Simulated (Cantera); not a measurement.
**Thermodynamics of chemical vapour transport, feed Fe + Cl₂ + N₂ + HCl**

A closed system holds: 1 mol Fe, 1.4 mol Cl₂, 0.16 mol N₂, 2 mol HCl, at 100 Torr.

Equilibrium computed with Cantera from the NASA thermochemical tables; the gas is ideal and each condensed phase is pure. Candidate condensed phases: Fe, FeCl₂, FeCl₃, NH₄Cl; 18 gas species. Equilibrium is a limit: real reactors are often held back by kinetics, nucleation or transport.

| T (K) | log p HCl | log p FeCl₂ | log p FeCl₃ | log p Cl | log p Cl₂ | log p N₂ |
|---|---|---|---|---|---|---|
| 1173 | -1.08 | -1.87 | -1.56 | -3.74 | -2.58 | -2.18 |
| 1248 | -1.09 | -1.76 | -1.64 | -3.29 | -2.35 | -2.19 |
| 1323 | -1.10 | -1.67 | -1.74 | -2.92 | -2.21 | -2.19 |
| 1398 | -1.11 | -1.60 | -1.86 | -2.62 | -2.13 | -2.20 |
| 1473 | -1.12 | -1.55 | -2.00 | -2.36 | -2.09 | -2.21 |
| 1548 | -1.13 | -1.52 | -2.16 | -2.15 | -2.10 | -2.22 |
| 1623 | -1.14 | -1.50 | -2.33 | -1.98 | -2.15 | -2.23 |
log p: log10 of the partial pressure in bar; nothing condenses.

From 1173 K to 1623 K nothing is condensed. The main Fe-bearing gas is FeCl₃ at 1173 K and FeCl₂ at 1623 K.
